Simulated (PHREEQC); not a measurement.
A solution holds 0.00096 mol/kgw NaHSO4 and 0.001 mol/kgw Na2HPO4, at 25 °C. Closed to the air; pH follows from the charge balance.

The numbers come from PHREEQC with the ion-association model, phreeqc.dat.

```json
[
 {"quantity": "pH", "before": "5.76", "after": "3.12"},
 {"quantity": "ionic strength (mol/kgw)", "before": "0.00394", "after": "0.00285"},
 {"quantity": "NaSO4- (mol/kgw)", "before": "1.07e-5", "after": "4.14e-6"},
 {"quantity": "HSO4- (mol/kgw)", "before": "1.31e-7", "after": "5.55e-5"}
]
```

Task: What was changed between the two runs?
A) temperature from 25 to 90 °C
B) diluted 10-fold with water
C) temperature from 25 to 10 °C
D) 0.00033 mol/kgw Ca(OH)2 added
E) Na2HPO4 from 0.001 to 0.0001 mol/kgw

Result: E, Na2HPO4 from 0.001 to 0.0001 mol/kgw

No solid was allowed to form.
